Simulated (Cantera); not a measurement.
Feed: 1 mol B₂O₃, 9.7 mol HF, 0.24 mol H₂, equilibrated at 13.0 Pa.

Method: chemical equilibrium by Gibbs-energy minimisation in Cantera with the NASA 1993 tables (ideal gas, pure condensed phases). Candidate condensed phases: B, B₂O₃, B₃O₃H₃, H₂O; 43 gas species. The numbers say what is thermodynamically allowed, not how fast it happens. All values below are at 1023 K.

Base state: HF 0.545, H₂O 0.250, BF₃ 0.146, H₂ 0.0259, BOF 0.0165, B₃O₃F₃ 0.0159, HBO₂ 0.00184, (HBO₂)₃ 3.54e-5 (mole fractions); condensed: B₂O₃(l).

Q: What changes in the equilibrium state with this change: B₂O₃ replaced by SiO₂?

A: 
| species | before | after |
|---|---|---|
| HF | 0.545 | 0.857 |
| H₂O | 0.250 | 0.0783 |
| SiF₄ | 0 | 0.0391 |
| BF₃ | 0.146 | 0 |
| BOF | 0.0165 | 0 |
| B₃O₃F₃ | 0.0159 | 0 |
| H₂ | 0.0259 | 0.0251 |
| HBO₂ | 0.00184 | 0 |
| (HBO₂)₃ | 3.54e-5 | 0 |
| B₂O₃(l), mol | 0.0177 | 0 |
| SiO₂(β-quartz), mol | 0 | 0.626 |
Further candidate phases: Si, SiO₂.
